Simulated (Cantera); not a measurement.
Standard-state values (1 bar) from the NASA 1993 polynomials, evaluated with Cantera. Values are per mole of reaction as written; species without (g) are pure solids or liquids, kept so even where they would boil at 1 bar.

3 SiC2(g) + 4 CH3(g) ⇌ 3 SiH4(g) + 10 C

| T (K) | ΔH° (kJ) | ΔS° (J/K) | ΔG° (kJ) | log10 K |
|---|---|---|---|---|
| 300 | (withheld) | (withheld) | (withheld) | (withheld) |
| 2273 | (withheld) | (withheld) | (withheld) | (withheld) |
| 2373 | -2222.3 | -755.8 | -428.9 | 9.44 |
| 2473 | -2215.0 | -752.7 | -353.5 | 7.47 |
| 2573 | -2207.7 | -749.9 | -278.3 | 5.65 |
| 2673 | -2200.5 | -747.1 | -203.5 | 3.98 |
| 2773 | -2193.4 | -744.5 | -128.9 | 2.43 |
| 2873 | -2186.4 | -742.0 | -54.6 | 0.99 |
| 2973 | (withheld) | (withheld) | (withheld) | (withheld) |

Some entries are withheld; supply them.


- 300, ΔH° (kJ): -2330.0
- 300, ΔS° (J/K): -815.4
- 300, ΔG° (kJ): -2085.4
- 300, log10 K: 363.09
- 2273, ΔH° (kJ): -2229.7
- 2273, ΔS° (J/K): -759.0
- 2273, ΔG° (kJ): -504.6
- 2273, log10 K: 11.60
- 2973, ΔH° (kJ): -2179.5
- 2973, ΔS° (J/K): -739.7
- 2973, ΔG° (kJ): 19.5
- 2973, log10 K: -0.34
